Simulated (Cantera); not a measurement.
A closed system holds: 1 mol CuO, 0.49 mol CH4, 6.6 mol N2, equilibrated at 0.310 bar.

Equilibrium computed with Cantera from the NASA thermochemical tables; the gas is ideal and each condensed phase is pure. Candidate condensed phases: C, C6H6, C7H8, C8H18, Cu, CuO, Cu(OH)2, Cu2O, H2O; 139 gas species. Kinetics and transport are ignored.

Which condensed phases are stable at each of these points (T (°C)): 777, 927, 1077, 1227, 1377, 1527, 1677, 1827, 1977, 2127, 2277?


```json
[
 {"T (°C)": "777", "condensed phases": "Cu(s)", "Cu condensed (%)": "100.0"},
 {"T (°C)": "927", "condensed phases": "Cu(s)", "Cu condensed (%)": "100.0"},
 {"T (°C)": "1077", "condensed phases": "Cu(s)", "Cu condensed (%)": "100.0"},
 {"T (°C)": "1227", "condensed phases": "Cu(l)", "Cu condensed (%)": "100.0"},
 {"T (°C)": "1377", "condensed phases": "Cu(l)", "Cu condensed (%)": "99.8"},
 {"T (°C)": "1527", "condensed phases": "Cu(l)", "Cu condensed (%)": "98.6"},
 {"T (°C)": "1677", "condensed phases": "Cu(l)", "Cu condensed (%)": "92.9"},
 {"T (°C)": "1827", "condensed phases": "Cu(l)", "Cu condensed (%)": "71.6"},
 {"T (°C)": "1977", "condensed phases": "gas only", "Cu condensed (%)": "0.0"},
 {"T (°C)": "2127", "condensed phases": "gas only", "Cu condensed (%)": "0.0"},
 {"T (°C)": "2277", "condensed phases": "gas only", "Cu condensed (%)": "0.0"}
]
```

From 777 °C to 1077 °C the condensed part is Cu(s). From 1227 °C to 1827 °C the condensed part is Cu(l). From 1977 °C to 2277 °C nothing is condensed.
